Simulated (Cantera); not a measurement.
**Equilibrium for sublimation and decomposition of ceramics: SiC + N2**

A closed system holds: 1 mol SiC, a varied amount of N2, held at 1575 °C and 1.33 mbar.

These are equilibrium values from Cantera (NASA tables, ideal gas, pure condensed phases), not measurements of a reactor. Candidate condensed phases: C, Si, SiC, Si3N4; 20 gas species. Rates play no part.

| n(N2) (mol) | x N2 | x Si | x SiC2 | x SiN | n SiC(s) | n C(graphite) |
|---|---|---|---|---|---|---|
| 0.017 | 1.000 | 0.000140 | 2.69e-6 | 1.98e-6 | 1.000 | 0 |
| 0.036 | 1.000 | 0.000140 | 2.69e-6 | 1.98e-6 | 1.000 | 0 |
| 0.072 | 1.000 | 0.000140 | 2.69e-6 | 1.98e-6 | 1.000 | 0 |
| 0.15 | 1.000 | 0.000140 | 2.69e-6 | 1.98e-6 | 1.000 | 0 |
| 0.3 | 1.000 | 0.000140 | 2.69e-6 | 1.98e-6 | 1.000 | 0 |
| 0.61 | 1.000 | 0.000140 | 2.69e-6 | 1.98e-6 | 1.000 | 0 |
| 1.2 | 1.000 | 0.000140 | 2.69e-6 | 1.98e-6 | 1.000 | 0.000167 |
| 2.5 | 1.000 | 0.000140 | 2.69e-6 | 1.98e-6 | 1.000 | 0.000348 |
| 5.1 | 1.000 | 0.000140 | 2.69e-6 | 1.98e-6 | 0.999 | 0.000710 |
x: gas mole fraction; n: condensed amount in mol.

From 0.017 mol N2 to 0.61 mol N2 the condensed part is SiC(s). From 1.2 mol N2 to 5.1 mol N2 the condensed part is C(graphite) + SiC(s). The main Si-bearing gas is Si throughout.
